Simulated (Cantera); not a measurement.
Mixture: CO : H2 : CH4 : O2 : N2 = 1 : 0.11 : 0.51 : 0.984 : 3.7 (molar parts), equivalence ratio 1.6, at 9.87 atm, adiabatic and at constant volume. Ignition delay is the time to a rise of 400 K.

Model: GRI-Mech 3.0 (53 species, 325 reactions), integrated in Cantera.

Problem. What does this change do: pressure from 9.87 atm to 6.42 atm?

Solution. 
| quantity | before | after |
|---|---|---|
| delay at 1250 K | 0.847 ms | 1.26 ms |
| delay at 1350 K | 0.349 ms | 0.504 ms |
| delay at 1450 K | 0.148 ms | 0.208 ms |
| delay at 1550 K | 65.6 µs | 91.3 µs |
| delay at 1650 K | 31.1 µs | 43.2 µs |
| apparent activation energy between 1550 and 1650 K | 160 kJ/mol | 160 kJ/mol |
